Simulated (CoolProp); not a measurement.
Chlorine along the isobar 0.747 MPa: density (kg/m³) from the reference equation and from simpler models built on Tc = 143.7 °C, pc = 7.642 MPa, ω = 0.070; each cubic takes its own stable root.

The numbers come from the reference Helmholtz-energy equation of state, Thol 2021 in CoolProp.

```json
[
 {"T (°C)": "-45.45", "phase": "liquid", "reference": "1596", "van der Waals": "998.7", "Redlich-Kwong": "1478", "Soave-Redlich-Kwong": "1472", "Peng-Robinson": "1659"},
 {"T (°C)": "-32.65", "phase": "liquid", "reference": "1561", "van der Waals": "979.3", "Redlich-Kwong": "1445", "Soave-Redlich-Kwong": "[?]", "Peng-Robinson": "1626"},
 {"T (°C)": "-19.95", "phase": "liquid", "reference": "1526", "van der Waals": "959.0", "Redlich-Kwong": "[?]", "Soave-Redlich-Kwong": "1409", "Peng-Robinson": "1592"},
 {"T (°C)": "-7.15", "phase": "liquid", "reference": "1489", "van der Waals": "26.31", "Redlich-Kwong": "1375", "Soave-Redlich-Kwong": "1375", "Peng-Robinson": "1554"},
 {"T (°C)": "5.65", "phase": "liquid", "reference": "1452", "van der Waals": "24.83", "Redlich-Kwong": "1336", "Soave-Redlich-Kwong": "[?]", "Peng-Robinson": "1514"},
 {"T (°C)": "18.35", "phase": "liquid", "reference": "1414", "van der Waals": "23.54", "Redlich-Kwong": "1295", "Soave-Redlich-Kwong": "[?]", "Peng-Robinson": "1470"},
 {"T (°C)": "31.15", "phase": "gas", "reference": "23.14", "van der Waals": "22.38", "Redlich-Kwong": "22.91", "Soave-Redlich-Kwong": "22.93", "Peng-Robinson": "23.05"},
 {"T (°C)": "43.95", "phase": "gas", "reference": "21.88", "van der Waals": "21.33", "Redlich-Kwong": "21.75", "Soave-Redlich-Kwong": "21.77", "Peng-Robinson": "21.88"},
 {"T (°C)": "56.65", "phase": "gas", "reference": "20.79", "van der Waals": "20.40", "Redlich-Kwong": "20.73", "Soave-Redlich-Kwong": "20.74", "Peng-Robinson": "20.84"},
 {"T (°C)": "69.45", "phase": "gas", "reference": "19.83", "van der Waals": "19.54", "Redlich-Kwong": "19.80", "Soave-Redlich-Kwong": "19.81", "Peng-Robinson": "19.91"},
 {"T (°C)": "82.25", "phase": "gas", "reference": "18.96", "van der Waals": "18.75", "Redlich-Kwong": "18.96", "Soave-Redlich-Kwong": "18.97", "Peng-Robinson": "19.06"},
 {"T (°C)": "94.95", "phase": "gas", "reference": "18.19", "van der Waals": "18.04", "Redlich-Kwong": "18.20", "Soave-Redlich-Kwong": "18.21", "Peng-Robinson": "18.29"},
 {"T (°C)": "107.75", "phase": "gas", "reference": "17.48", "van der Waals": "[?]", "Redlich-Kwong": "17.50", "Soave-Redlich-Kwong": "17.51", "Peng-Robinson": "17.58"}
]
```

Q: Some entries are withheld; supply them.

A: 
- -32.65, Soave-Redlich-Kwong: 1441
- -19.95, Redlich-Kwong: 1412
- 5.65, Soave-Redlich-Kwong: 1338
- 18.35, Soave-Redlich-Kwong: 1299
- 107.75, van der Waals: 17.37

At some of these states van der Waals gives the other phase, because its saturation line lies elsewhere.
